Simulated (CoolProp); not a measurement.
Vapour-liquid equilibrium of propane (1) + isobutane (2) at 0.293 MPa; x and y are mole fractions of (1).

The numbers come from the multi-fluid Helmholtz-energy mixture model, Lemmon 2009 and Bücker 2006; pair parameters Kunz 2012 in CoolProp.

```
x      bubble temperature (K)  y at the bubble point  dew temperature at overall composition x (K)  liquid density (mol/L)
-----  ----------------------  ---------------------  --------------------------------------------  ----------------------
0.05                    289.5                  0.117                                         291.0                   9.737
0.125                   285.8                  0.267                                         289.3                   9.939
0.2                     282.5                  0.392                                         287.5                   10.14
0.275                   279.5                  0.497                                         285.6                   10.34
0.35                    276.7                  0.587                                         283.7                   10.54
0.425                   274.0                  0.664                                         281.6                   10.75
0.5                     271.6                  0.731                                         279.4                   10.95
0.575                   269.2                  0.789                                         277.1                   11.16
0.65                    267.0                  0.839                                         274.5                   11.38
0.725                   265.0                  0.883                                         271.8                   11.59
0.8                     263.0                  0.921                                         268.8                   11.82
0.875                   261.1                  0.954                                         265.4                   12.04
0.95                    259.4                  0.983                                         261.4                   12.27
```

No azeotrope shows between x = 0.05 and 0.95.

The pair parameters rest on a limited set of measurements; away from them the model extrapolates.
